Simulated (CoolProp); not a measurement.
Computed with CoolProp (reference Helmholtz-energy equation of state, Thol 2015).

**Question.** For octamethylcyclotetrasiloxane (D4), give the phase and the density (kg/m³), cp (kJ/(kg K)), cv (kJ/(kg K)), expansivity (1/kK) at 608.4 K and 8.08 MPa; 601.8 K and 0.345 MPa.

**Answer.** 
- 608.4 K and 8.08 MPa: supercritical; density 610, cp 2.26, cv 2.03, expansivity 2.10
- 601.8 K and 0.345 MPa: gas; density 22.4, cp 2.03, cv 1.99, expansivity 2.33
